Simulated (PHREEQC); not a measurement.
Solution (25 °C): 0.0022 mol HF and 0.0605 mol NH4F per kg of water. Closed to the air; pH follows from the charge balance.

The numbers come from PHREEQC with the ion-association model, phreeqc.dat.

Precipitation was switched off in this run.

### Question
Estimate the pH, density, specific conductance.

### Answer
pH 4.60; density 0.998 g/cm³; specific conductance 6720 µS/cm.

### Question
In which forms is F present?

### Answer
F- 96 %, HF 2.8 %, HF2- 1.3 % of the F.

Species that the database lacks are ignored.
